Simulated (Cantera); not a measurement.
An adiabatic, constant-pressure homogeneous reactor starts with C₃H₈ : O₂ : N₂ = 1 : 4.17 : 27.1 (molar parts), equivalence ratio 1.2, at 1375 K and 0.280 bar.

Model: GRI-Mech 3.0 (53 species, 325 reactions), integrated in Cantera. GRI-Mech 3.0 was tuned for natural gas; its chemistry of propane as a main component is partial and can be far from experiment.

Problem. Predict: time of steepest temperature rise; temperature at 0.200 s; equilibrium temperature; x(O₂) at 0.200 s; x(N₂O) at 0.200 s; x(OH) at 0.200 s; x(HO₂) at 0.200 s.

Solution. 
| Item | Value |
|---|---|
| time of steepest temperature rise | 0.941 ms |
| temperature at 0.200 s | 2444 K |
| equilibrium temperature | 2444 K |
| x(O₂) at 0.200 s | 0.00289 (gas-phase equilibrium 0.00289) |
| x(N₂O) at 0.200 s | 7.16e-8 (gas-phase equilibrium 7.16e-8) |
| x(OH) at 0.200 s | 0.00559 (gas-phase equilibrium 0.00559) |
| x(HO₂) at 0.200 s | 3.52e-7 (gas-phase equilibrium 3.52e-7) |
